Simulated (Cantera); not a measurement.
Cantera run:

```python
import numpy as np
import cantera as ct

gas_names = """
    O2 CL2
""".split()
cond_names = """
    Sr(b) SrCL2(a) SrO(s)
""".split()


def load(file, names, dense=False):
    # The tables refer to 1 bar. Condensed volumes are neglected.
    table = {s.name: s for s in ct.Species.list_from_file(file)}
    out = []
    for n in names:
        d = dict(table[n].input_data)
        d["thermo"] = dict(d["thermo"], **{"reference-pressure": 1e5})
        if dense:
            d["equation-of-state"] = {"model": "constant-volume", "density": "1e6 g/cm^3"}
        out.append(ct.Species.from_dict(d))
    return out


species = {s.name: s for s in load("nasa_gas.yaml", gas_names) + load("nasa_condensed.yaml", cond_names)}
T = 975
g = {n: (s.thermo.h(T) - T * s.thermo.s(T)) / (ct.gas_constant * T * np.log(10)) for n, s in species.items()}
valid = cond_names  # the entries whose range holds T


def stable(la, lb):
    # potentials (over RT ln 10) of the two non-metals from log10 p(O2) and log10 p(CL2) in bar
    mu = {}
    mu["O"] = (g["O2"] + la) / 2
    mu["Cl"] = (g["CL2"] + lb) / 2
    cost = {}
    for n in valid:
        c = species[n].composition
        cost[n] = (g[n] - sum(c.get(e, 0) * m for e, m in mu.items())) / c["Sr"]
    return min(cost, key=cost.get)


results = []
for lb in [0, -1.5, -3, -4.5, -6, -7.5, -9, -10.5, -12, -13.5, -15]:
    row = [stable(la, lb) for la in [-26, -24, -22, -20, -18, -16, -14, -12, -10, -8, -6, -4, -2, 0]]
    results.append(row)
    print(f"{lb:6.1f}  " + " ".join(f"{valid.index(n):x}" for n in row))
print("key: " + ", ".join(f"{i:x} {n}" for i, n in enumerate(valid)))
```

Result:

```
   0.0  1 1 1 1 1 1 1 1 1 1 1 1 1 1
  -1.5  1 1 1 1 1 1 1 1 1 1 1 1 1 1
  -3.0  1 1 1 1 1 1 1 1 1 1 1 1 1 1
  -4.5  1 1 1 1 1 1 1 1 1 1 1 1 1 1
  -6.0  1 1 1 1 1 1 1 1 1 1 1 1 1 1
  -7.5  1 1 1 1 1 1 1 1 1 1 1 1 1 1
  -9.0  1 1 1 1 1 1 1 1 1 1 1 1 1 1
 -10.5  1 1 1 1 1 1 1 1 1 1 1 1 1 2
 -12.0  1 1 1 1 1 1 1 1 1 1 1 2 2 2
 -13.5  1 1 1 1 1 1 1 1 1 1 2 2 2 2
 -15.0  1 1 1 1 1 1 1 1 2 2 2 2 2 2
key: 0 Sr(b), 1 SrCL2(a), 2 SrO(s)
```

Source: NASA polynomial tables (part measured, part estimated), evaluated in Cantera. Not in the tables: the peroxide, oxide halides.
